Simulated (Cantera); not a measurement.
A freely propagating, adiabatic, planar premixed flame of H2 : O2 : N2 = 1 : 0.185 : 0.611 (molar parts), unburnt at 675 K and 0.380 bar; mixture-averaged transport, grid criteria slope 0.08 and curve 0.16, no radiation.

Detailed kinetics in Cantera: the H2/O2 subset of GRI-Mech 3.0, which has no nitrogen chemistry. Burning velocities carry a grid error of a few per cent, more on coarse grids.

x: mole fraction of selected species; z is measured from the peak of heat release.

```csv
z (mm),T (K),u (m/s),x H2,x O2,x H2O2,x HO2,x H2O,x H
-5.20,675,10.0,0.557,0.103,<1e-8,<1e-8,<1e-8,<1e-8
-3.47,675,10.0,0.557,0.103,<1e-8,<1e-8,<1e-8,<1e-8
-2.60,675,10.0,0.557,0.103,<1e-8,1.57e-8,<1e-8,<1e-8
-1.73,675,10.0,0.557,0.103,<1e-8,(withheld),(withheld),(withheld)
-0.867,692,10.2,0.554,0.103,6.04e-7,7.84e-5,0.00107,0.000856
-0.434,834,12.1,0.526,0.0979,6.09e-7,5.30e-5,0.0152,0.0134
0,1182,16.8,0.405,0.0542,3.89e-7,2.22e-5,0.107,0.0757
0.434,1409,19.9,0.320,0.00670,1.66e-7,2.73e-6,0.200,0.114
0.867,1497,21.1,0.315,0.000737,1.19e-7,2.83e-7,0.213,0.111
1.73,1596,22.3,0.323,(withheld),(withheld),(withheld),0.215,(withheld)
3.47,1706,23.7,0.335,0.000157,7.83e-8,5.75e-8,0.217,0.0818
6.94,1821,25.0,0.346,0.000113,4.85e-8,4.22e-8,0.219,0.0646
13.9,1930,26.3,0.358,7.05e-5,2.63e-8,2.84e-8,0.221,0.0482
```

Question: What belongs in the gaps?

Answer: 
- -1.73, x HO2: 2.02e-6
- -1.73, x H2O: 2.76e-7
- -1.73, x H: 1.44e-6
- 1.73, x O2: 0.000196
- 1.73, x H2O2: 1.05e-7
- 1.73, x HO2: 7.44e-8
- 1.73, x H: 0.0977
